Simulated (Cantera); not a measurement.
Premixed flame

A freely propagating, adiabatic, planar premixed flame of 50.2 % H₂, 10.4 % O₂, 39.3 % N₂, unburnt at 300 K and 750 Torr; unity-Lewis-number transport, grid criteria slope 0.08 and curve 0.16, no radiation.

Detailed kinetics in Cantera: the H2/O2 subset of GRI-Mech 3.0, which has no nitrogen chemistry. Unity Lewis numbers drop preferential diffusion, which matters most where H2 and H carry the flame. Burning velocities carry a grid error of a few per cent, more on coarse grids.

| z (mm) | T (K) | u (m/s) | x H₂ | x O₂ | x OH | x HO₂ | x H₂O₂ | x H₂O |
|---|---|---|---|---|---|---|---|---|
| -1.09 | 300 | 1.63 | 0.502 | 0.104 | <1e-8 | <1e-8 | <1e-8 | 3.93e-7 |
| -0.725 | 300 | 1.63 | 0.502 | 0.104 | <1e-8 | 7.51e-8 | 2.73e-8 | 7.40e-6 |
| -0.544 | 301 | 1.63 | 0.502 | 0.104 | <1e-8 | 6.80e-7 | 2.45e-7 | 6.68e-5 |
| -0.363 | 305 | 1.66 | 0.502 | 0.104 | <1e-8 | 5.96e-6 | 2.03e-6 | 0.000573 |
| -0.181 | 427 | 2.30 | 0.491 | 0.0973 | 1.67e-5 | 0.000199 | 2.93e-5 | 0.0154 |
| -0.0906 | 756 | 4.00 | 0.455 | 0.0771 | 0.000294 | 0.000182 | 2.13e-5 | 0.0599 |
| 0 | 1127 | 5.83 | 0.384 | 0.0437 | 0.000638 | 5.77e-5 | 2.33e-6 | 0.131 |
| 0.0906 | 1362 | 6.94 | 0.319 | 0.0153 | 0.00123 | 1.68e-5 | 3.88e-7 | 0.190 |
| 0.181 | 1482 | 7.49 | 0.294 | 0.00394 | 0.00146 | 3.96e-6 | 2.49e-7 | 0.215 |
| 0.363 | 1594 | 7.99 | 0.294 | 0.000338 | 0.00155 | 3.16e-7 | 1.67e-7 | 0.224 |
| 0.725 | 1694 | 8.42 | 0.303 | 5.10e-5 | 0.00142 | 5.57e-8 | 9.79e-8 | 0.227 |
| 1.45 | 1776 | 8.77 | 0.312 | 2.33e-5 | 0.00113 | 2.83e-8 | 4.82e-8 | 0.229 |
| 2.90 | 1836 | 9.02 | 0.318 | 9.60e-6 | 0.000795 | 1.31e-8 | 2.09e-8 | 0.231 |
x: mole fraction of selected species; z is measured from the peak of heat release.

```json
{
  "laminar_burning_velocity": "163 cm/s",
  "thermal_thickness": "0.363 mm",
  "peak x(OH)": "0.00155",
  "peak x(HO₂)": "0.000293",
  "peak x(H₂O₂)": "3.27e-5",
  "grid_points": "109"
}
```
